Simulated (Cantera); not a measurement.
**Equilibrium for abatement and gas-phase synthesis: NH₃ + H₂O + O₂**

Charge: 1 mol NH₃, 0.6 mol H₂O, 1 mol O₂, equilibrated at 1.50 bar.

Method: chemical equilibrium by Gibbs-energy minimisation in Cantera with the NASA 1993 tables (ideal gas, pure condensed phases). Candidate condensed phases: H₂O; 24 gas species. Equilibrium is a limit: real reactors are often held back by kinetics, nucleation or transport.

```tsv
T (K)	x H₂O	x N₂	x O₂	x OH	x H₂	x H	x O	x NO
1998	0.733	0.174	0.0857	0.00396	0.000581	3.16e-5	0.000157	0.00229
2073	0.731	0.174	0.0851	0.00563	0.00101	6.81e-5	0.000274	0.00278
2148	0.729	0.173	0.0845	0.00780	0.00167	0.000139	0.000458	0.00333
2223	0.725	0.173	0.0837	0.0106	0.00269	0.000271	0.000738	0.00393
2298	0.721	0.172	0.0830	0.0140	0.00419	0.000506	0.00115	0.00459
2373	0.714	0.171	0.0822	0.0182	0.00633	0.000907	0.00175	0.00530
2448	0.706	0.170	0.0815	0.0232	0.00928	0.00157	0.00260	0.00606
2523	0.695	0.169	0.0808	0.0291	0.0133	0.00261	0.00376	0.00687
2598	0.681	0.167	0.0803	0.0360	0.0184	0.00422	0.00534	0.00773
2673	0.663	0.165	0.0800	0.0438	0.0249	0.00661	0.00743	0.00864
2748	0.642	0.163	0.0799	0.0526	0.0329	0.0101	0.0102	0.00959
2823	0.616	0.161	0.0800	0.0622	0.0423	0.0149	0.0137	0.0106
2898	0.585	0.157	0.0803	0.0726	0.0530	0.0215	0.0182	0.0116
2973	0.551	0.154	0.0807	0.0835	0.0647	0.0302	0.0239	0.0126
```
x: gas mole fraction; nothing condenses.

From 1998 K to 2973 K nothing is condensed.
